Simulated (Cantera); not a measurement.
A jet of CH4 : O2 : N2 = 0.074 : 0.17 : 0.79 (molar parts) at 300 K and 26.3 Torr hits a platinum plate 6.2 cm away at a mass flux of 0.082 kg/m²/s; the plate temperature is set and raised in steps from an oxygen-covered start.

Computed with Cantera and Deutschmann's 1995 Pt surface mechanism with GRI-Mech 3.0 gas chemistry. Catalytic surfaces can have several steady states; this one follows from the mechanism file's or the stated starting coverage.

x: mole fraction at the wall; θ: surface coverage.

```tsv
plate T (K)	wall x CH4	wall x O2	wall x H2O	wall x OH	wall x CO	wall x CO2	θ free Pt	θ O*	θ OH*
950	0.0455	0.108	0.0490	___	2.77e-5	0.0324	0.330	0.669	0.00106
1000	0.0368	0.0895	0.0651	___	3.14e-5	0.0432	0.415	0.584	0.00107
1050	0.0297	0.0745	0.0780	___	3.53e-5	0.0519	0.500	0.499	0.00100
1100	0.0244	0.0635	0.0875	___	4.03e-5	0.0584	0.579	0.420	0.000900
1150	0.0206	0.0555	0.0943	___	4.70e-5	0.0630	0.652	0.347	0.000784
1200	0.0179	0.0499	0.0990	___	5.64e-5	0.0662	0.717	0.282	0.000668
1250	0.0160	0.0461	0.102	___	6.95e-5	0.0684	0.772	0.227	0.000561
1300	0.0148	0.0443	0.104	___	8.86e-5	0.0691	0.818	0.181	0.000467
```

Problem. What belongs in the gaps?

Solution. 
- 950, wall x OH: 1.63e-7
- 1000, wall x OH: 4.59e-7
- 1050, wall x OH: 1.13e-6
- 1100, wall x OH: 2.47e-6
- 1150, wall x OH: 4.91e-6
- 1200, wall x OH: 9.06e-6
- 1250, wall x OH: 1.57e-5
- 1300, wall x OH: 2.57e-5
